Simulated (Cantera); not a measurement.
What does this Cantera script print?

```python
import numpy as np
import cantera as ct

gas_names = [...]  # 109 gases of nasa_gas.yaml made of C, Cl, H, Si
cond_names = """
    C(gr) C6H6(L) C7H8(L) C8H18(L),n-octa Si(cr) Si(L) SiC(b)
""".split()


# ... load() reads the species with a 1 bar reference pressure and builds the phases ...
atoms = {
    'SiHCl3': {'Si': 1, 'H': 1, 'CL': 3},
    'CH4': {'C': 1, 'H': 4},
    'H2': {'H': 2},
}
top_T = {'C(gr)': 4500, 'SiC(b)': 3050}  # K; cautious upper limits of use, not melting points


# ... equilibrate(T, P, feed) seeds the gas with the atoms and calls Mixture.equilibrate('TP', solver="vcs", rtol=1e-11, max_steps=5000) ...
results = []
T = 1300  # K
P = 56000  # Pa
for m in [10, 20, 37, 70, 130, 250, 460, 870]:
    feed = {'SiHCl3': 1, 'CH4': 0.055, 'H2': m}  # mol
    mix = equilibrate(T, P, feed)
    results.append((T, P, feed, dict(zip(mix.species_names, mix.species_moles))))
    x = sorted(zip(gas.X, gas.species_names), reverse=True)
    print(f"T = {T:g} K  P = {P:g} Pa  n(H2) = {m:g} mol  gas = {mix.phase_moles(0):.4g} mol")
    print("   x: " + "  ".join(f"{s} {v:.3e}" for v, s in x if v > 0.0001))
    print("   condensed (mol): " + ("  ".join(f"{mix.phase(i).name} {mix.phase_moles(i):.4g}"
          for i in range(1, mix.n_phases) if mix.phase_moles(i) > 1e-12) or "none"))
```

Result:

```
T = 1300 K  P = 56000 Pa  n(H2) = 10 mol  gas = 11.59 mol
   x: H2 8.742e-01  HCL 6.449e-02  SiCL4 2.469e-02  SiHCL3 1.525e-02  SiCL2 1.269e-02  SiCL3 7.265e-03  SiH2CL2 1.329e-03
   condensed (mol): Si(cr) 0.2352  SiC(b) 0.05488
T = 1300 K  P = 56000 Pa  n(H2) = 20 mol  gas = 21.69 mol
   x: H2 9.196e-01  HCL 5.165e-02  SiCL4 9.180e-03  SiCL2 7.736e-03  SiHCL3 7.448e-03  SiCL3 3.459e-03  SiH2CL2 8.524e-04
   condensed (mol): Si(cr) 0.3226  SiC(b) 0.05476
T = 1300 K  P = 56000 Pa  n(H2) = 37 mol  gas = 38.81 mol
   x: H2 9.469e-01  HCL 4.002e-02  SiCL2 4.512e-03  SiHCL3 3.366e-03  SiCL4 3.123e-03  SiCL3 1.541e-03  SiH2CL2 5.119e-04
   condensed (mol): Si(cr) 0.438  SiC(b) 0.05455
T = 1300 K  P = 56000 Pa  n(H2) = 70 mol  gas = 71.93 mol
   x: H2 9.665e-01  HCL 2.846e-02  SiCL2 2.236e-03  SiHCL3 1.186e-03  SiCL4 7.667e-04  SiCL3 5.374e-04  SiH2CL2 2.589e-04
   condensed (mol): Si(cr) 0.5861  SiC(b) 0.05412
T = 1300 K  P = 56000 Pa  n(H2) = 130 mol  gas = 132 mol
   x: H2 9.797e-01  HCL 1.863e-02  SiCL2 9.445e-04  SiHCL3 3.280e-04  SiCL3 1.476e-04  SiCL4 1.369e-04  SiH2CL2 1.109e-04
   condensed (mol): Si(cr) 0.725  SiC(b) 0.05335
T = 1300 K  P = 56000 Pa  n(H2) = 250 mol  gas = 252.1 mol
   x: H2 9.887e-01  HCL 1.085e-02  SiCL2 3.172e-04
   condensed (mol): Si(cr) 0.8298  SiC(b) 0.05179
T = 1300 K  P = 56000 Pa  n(H2) = 460 mol  gas = 462.1 mol
   x: H2 9.936e-01  HCL 6.200e-03  SiCL2 1.031e-04
   condensed (mol): Si(cr) 0.887  SiC(b) 0.04905
T = 1300 K  P = 56000 Pa  n(H2) = 870 mol  gas = 872.1 mol
   x: H2 9.966e-01  HCL 3.362e-03
   condensed (mol): Si(cr) 0.9221  SiC(b) 0.04371
```

Cantera equilibrium calculation (NASA polynomials, part measured and part estimated; ideal gas, pure solids and liquids). Mutual solubility and eutectic melting of coexisting phases are not modelled. The tables' values for SiCl3 are old estimates; treat these amounts as uncertain.
